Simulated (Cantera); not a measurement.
Charge: 1 mol toluene, 0.011 mol O₂, 0.38 mol N₂, held at 850 °C and 220 Pa.

Equilibrium computed with Cantera from the NASA thermochemical tables; the gas is ideal and each condensed phase is pure. Candidate condensed phases: C, C₆H₆, C₇H₈, C₈H₁₈, H₂O; 136 gas species. Rates play no part.

Base state: H₂ 0.909, N₂ 0.0863, CO 0.00500, CH₄ 5.32e-5 (mole fractions); condensed: C(graphite).

Problem. What changes in the equilibrium state with this change: O₂ from 0.011 to 0.37 mol?

Solution. 
| species | before | after |
|---|---|---|
| H₂ | 0.909 | 0.781 |
| CO | 0.00500 | 0.145 |
| N₂ | 0.0863 | 0.0742 |
| H₂O | 6.58e-7 | 1.64e-5 |
| CH₄ | 5.32e-5 | 3.94e-5 |
| C(graphite), mol | 6.98 | 6.26 |
